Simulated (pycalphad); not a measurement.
## Effect of Si content in Ti-Si

All values are pycalphad results on the COST 507 light-alloy database (1999) (1 atm), not direct measurements. The data set is of 1999 and partly superseded. Amounts are mole fractions of atoms.

Task: One of these alloys has its liquidus at 2036 °C, its solidus at 1570 °C, and holds SI4TI5 0.90, SITI 0.10 at 677 °C. Which?
A) Ti-22.5Si (at.%)
B) Ti-90Si (at.%)
C) Ti-45Si (at.%)

Result: C, Ti-45Si (at.%). The others: Ti-22.5Si (at.%), liquidus 1770, solidus 1340; Ti-90Si (at.%), liquidus 1396, solidus 1331

Database names, with the compositions (at.%) that they take in these runs: SI4TI5: Ti 56 Si 44; SITI: Ti 50 Si 50.
